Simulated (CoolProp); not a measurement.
Computed with CoolProp (reference Helmholtz-energy equation of state, Akasaka 2023).

For R1224YDZ, give the phase and the cv (kJ/(kg K)), Joule-Thomson coefficient (K/MPa) at 120.15 °C and 1.01 bar; 149.15 °C and 1.01 bar; 192.75 °C and 1.01 bar.


- 120.15 °C and 1.01 bar: gas; cv 0.860, Joule-Thomson coefficient 11.9
- 149.15 °C and 1.01 bar: gas; cv 0.898, Joule-Thomson coefficient 9.49
- 192.75 °C and 1.01 bar: gas; cv 0.951, Joule-Thomson coefficient 7.14
